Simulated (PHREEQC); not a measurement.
A solution holds 0.05 mol/kgw HF, 7.9e-05 mol/kgw (CH3)4NF and 0.00015 mol/kgw H4SiO4, at 5 °C. Closed to the air; pH follows from the charge balance.

Computed with PHREEQC (ion-association model, phreeqc.dat).

This is a speciation only: nothing precipitates in the calculation.

Predict the pH, ionic strength.

pH 2.17; ionic strength 0.00755 mol/kgw.

In which forms is F present?

HF 82 %, F- 13 %, HF2- 3.2 %, SiF6-2 1.8 % of the F.

(CH3)4N+ isn't in the database: it is added as a free cation with an ion size of 4 Å. At this temperature some constants are extrapolated from 25 °C, and those without enthalpy data are left unchanged. SiF6-2 is the database's only silicon fluoride.
